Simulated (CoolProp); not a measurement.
A single-stage vapour-compression cycle with cyclopentane: evaporating at 324.15 K (dew point), condensing at 388.15 K (bubble point), superheat 8 K, subcooling 0 K, compressor efficiency 0.6, no pressure losses. Each further row changes one setting.

Values from CoolProp's reference Helmholtz-energy equation of state, Gedanitz 2015.

```tsv
case	cooling COP	pressure ratio	discharge temperature (K)	refrigerating effect (kJ/kg)	volumetric capacity (kJ/m³)
as stated	2.35	5.46	411.4	263	741
evaporating temperature 329.15 K	?	4.65	?	269	880
condensing temperature 383.15 K	?	4.89	?	274	773
subcooling 5 K	2.45	5.46	411.4	274	773
superheat 18 K	?	5.46	?	277	755
compressor efficiency 0.5	1.96	5.46	?	263	741
```

**Question.** What belongs in the gaps?

**Answer.** 
- evaporating temperature 329.15 K, cooling COP: 2.64
- evaporating temperature 329.15 K, discharge temperature (K): 409.3
- condensing temperature 383.15 K, cooling COP: 2.62
- condensing temperature 383.15 K, discharge temperature (K): 406.4
- superheat 18 K, cooling COP: 2.39
- superheat 18 K, discharge temperature (K): 421.0
- compressor efficiency 0.5, discharge temperature (K): 423.4
